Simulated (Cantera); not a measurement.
Feed: 1 mol Fe3O4, 0.39 mol Cl2, a varied amount of HCl, held at 950 °C and 5300 Pa.

Equilibrium computed with Cantera from the NASA thermochemical tables; the gas is ideal and each condensed phase is pure. Candidate condensed phases: Fe, FeCl2, FeCl3, FeO, Fe(OH)2, Fe(OH)3, Fe2O3, Fe3O4, H2O; 22 gas species. Equilibrium is a limit: real reactors are often held back by kinetics, nucleation or transport.

Q: At 0.29 mol HCl, list the 7 most abundant gas species with their mole fractions, and the condensed phases.

A: HCl 0.455, FeCl2 0.360, FeCl3 0.168, Cl2 0.00662, H2O 0.00443, Fe2Cl4 0.00346, Cl 0.00212. Condensed: Fe2O3(s).
